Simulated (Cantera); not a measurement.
Mixture: CH4 : C2H6 : O2 : N2 = 1 : 0.068 : 4.14 : 15.6 (molar parts), equivalence ratio 0.54, at 3750 Torr, adiabatic and at constant volume. Ignition delay is the time to a rise of 400 K.

Computed with Cantera and GRI-Mech 3.0 (53 species, 325 reactions).

Question: What does this change do: pressure from 3750 Torr to 608 Torr?

Answer: 
```csv
quantity,before,after
delay at 1075 K,11.7 ms,42.1 ms
delay at 1275 K,0.874 ms,3.23 ms
delay at 1475 K,0.119 ms,0.398 ms
delay at 1675 K,23.8 µs,87.2 µs
delay at 1875 K,7.41 µs,32.0 µs
apparent activation energy between 1775 and 1975 K,140 kJ/mol,120 kJ/mol
```

Question: What does this change do: pressure from 3750 Torr to 2630 Torr?

Answer: 
```tsv
quantity	before	after
delay at 1075 K	11.7 ms	14.9 ms
delay at 1275 K	0.874 ms	1.14 ms
delay at 1475 K	0.119 ms	0.151 ms
delay at 1675 K	23.8 µs	30.3 µs
delay at 1875 K	7.41 µs	9.73 µs
apparent activation energy between 1775 and 1975 K	140 kJ/mol	140 kJ/mol
```
